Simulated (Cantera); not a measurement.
Feed: 1 mol TEOS, 0.22 mol N2O, equilibrated at 1900 K.

These are equilibrium values from Cantera (NASA tables, ideal gas, pure condensed phases), not measurements of a reactor. Candidate condensed phases: C, C6H6, C7H8, C8H18, H2O, Si, SiC, SiO2, Si2N2O, Si3N4; 151 gas species. The feed counts by its element totals alone. Rates play no part.

x: gas mole fraction; n: condensed amount in mol.

| P (Pa) | x H2 | x CO | x H | x N2 | x Si | x SiO | n C(graphite) | n SiC(s) |
|---|---|---|---|---|---|---|---|---|
| 5 | 0.611 | 0.275 | 0.0877 | 0.0139 | (withheld) | 0.00200 | 2.96 | 0.817 |
| 17 | 0.648 | 0.282 | 0.0490 | 0.0143 | (withheld) | 0.00206 | 2.86 | 0.926 |
| 59 | 0.669 | 0.286 | 0.0267 | 0.0145 | (withheld) | 0.00209 | 2.83 | 0.957 |
| 210 | 0.680 | 0.288 | 0.0143 | 0.0146 | (withheld) | 0.00210 | 2.82 | 0.966 |
| 710 | 0.685 | 0.289 | 0.00780 | 0.0147 | (withheld) | 0.00211 | 2.82 | 0.968 |
| 2400 | 0.688 | 0.290 | 0.00425 | 0.0147 | (withheld) | 0.00211 | 2.82 | 0.969 |
| 8400 | 0.690 | 0.290 | 0.00227 | 0.0147 | (withheld) | 0.00211 | 2.82 | 0.969 |
| 29000 | 0.691 | 0.290 | 0.00122 | 0.0147 | (withheld) | 0.00212 | 2.82 | 0.969 |
| 100000 | 0.691 | 0.290 | 0.000660 | 0.0147 | (withheld) | 0.00212 | 2.82 | 0.969 |

Task: Fill in the missing entries.

Result: 
- 5, x Si: 0.00937
- 17, x Si: 0.00276
- 59, x Si: 0.000794
- 210, x Si: 0.000223
- 710, x Si: 6.60e-5
- 2400, x Si: 1.95e-5
- 8400, x Si: 5.58e-6
- 29000, x Si: 1.62e-6
- 100000, x Si: 4.68e-7
